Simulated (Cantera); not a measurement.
Mixture: CH4 : O2 : N2 = 1 : 2.15 : 8.09 (molar parts), equivalence ratio 0.93, at 1.30 bar, adiabatic and at constant pressure. Ignition delay is the time to a rise of 400 K.

Computed with Cantera and GRI-Mech 3.0 (53 species, 325 reactions).

Task: Predict: delay at 1175 K; delay at 1250 K; delay at 1325 K; delay at 1400 K; delay at 1475 K; delay at 1550 K; apparent activation energy between 1400 and 1550 K.

Result: 
- delay at 1175 K: 50.4 ms
- delay at 1250 K: 17.7 ms
- delay at 1325 K: 6.71 ms
- delay at 1400 K: 2.74 ms
- delay at 1475 K: 1.21 ms
- delay at 1550 K: 0.579 ms
- apparent activation energy between 1400 and 1550 K: 190 kJ/mol
